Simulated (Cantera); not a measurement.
## NO annealing gas

An isothermal, constant-pressure homogeneous reactor starts with NO : N₂ = 1 : 0.17 (molar parts), at 1948 K and 760 Torr.

Computed with Cantera and GRI-Mech 3.0 (53 species, 325 reactions).

```
t (s)        x NO       x O     x N₂O      x O₂     x NO₂   x N₂
--------  -------  --------  --------  --------  --------  -----
8.00e-6     0.855   3.48e-6   4.64e-6   1.58e-8   1.22e-6  0.145
4.44e-5     0.855   8.82e-6   2.50e-5   3.30e-7   1.79e-5  0.145
0.000246    0.854   2.41e-5  0.000117   1.11e-5  0.000131  0.145
0.00137     0.853   5.44e-5  0.000304  0.000478  0.000378  0.146
0.00759     0.845   6.29e-5  0.000326   0.00433  0.000441  0.150
0.0421      0.803   8.97e-5  0.000290    0.0252  0.000623  0.171
0.234       0.615  0.000162  0.000163     0.119  0.000898  0.265
1.30        0.208  0.000254   1.80e-5     0.323  0.000489  0.469
7.21       0.0203  0.000287   5.22e-7     0.417   5.43e-5  0.562
40.0      0.00802  0.000289   3.87e-7     0.423   2.16e-5  0.569
```
x: mole fraction; the columns are a selection and need not sum to one.

Equilibrium at this temperature and pressure: NO 0.00801, O 0.000289, N₂O 3.87e-7, O₂ 0.423, NO₂ 2.15e-5, N₂ 0.569 (gas phase only).
